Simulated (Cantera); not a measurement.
Input: 1 mol SiH2Cl2, 0.06 mol HCl, 13 mol H2, equilibrated at 825 °C and 6.23 Torr.

These are equilibrium values from Cantera (NASA tables, ideal gas, pure condensed phases), not measurements of a reactor. Candidate condensed phases: Si; 19 gas species. The tables' values for SiCl3 are old estimates; treat these amounts as uncertain. Equilibrium is a limit: real reactors are often held back by kinetics, nucleation or transport.

Base state: H2 0.923, HCl 0.0507, SiCl4 0.0146, SiCl2 0.00565, SiHCl3 0.00387, SiCl3 0.00242, SiH2Cl2 0.000123 (mole fractions); condensed: Si(s).

Q: What changes in the equilibrium state with this change: temperature from 825 °C to 1077 °C?

A: 
| species | before | after |
|---|---|---|
| H2 | 0.923 | 0.890 |
| HCl | 0.0507 | 0.0849 |
| SiCl2 | 0.00565 | 0.0228 |
| SiCl4 | 0.0146 | 0.000409 |
| H | 2.62e-7 | 2.47e-5 |
| SiHCl3 | 0.00387 | 0.000245 |
| SiH2Cl2 | 0.000123 | 2.15e-5 |
| SiCl3 | 0.00242 | 0.00137 |
| Si(s), mol | 0.606 | 0.627 |

Q: What changes in the equilibrium state with this change: H2 from 13 to 100 mol?

A: 
```json
[
 {"species": "H2", "before": "0.923", "after": "0.981"},
 {"species": "HCl", "before": "0.0507", "after": "0.0175"},
 {"species": "SiCl2", "before": "0.00565", "after": "0.000630"},
 {"species": "SiCl4", "before": "0.0146", "after": "0.000182"},
 {"species": "SiCl3", "before": "0.00242", "after": "9.03e-5"},
 {"species": "SiHCl3", "before": "0.00387", "after": "0.000149"},
 {"species": "Si(s), mol", "before": "0.606", "after": "0.891"}
]
```
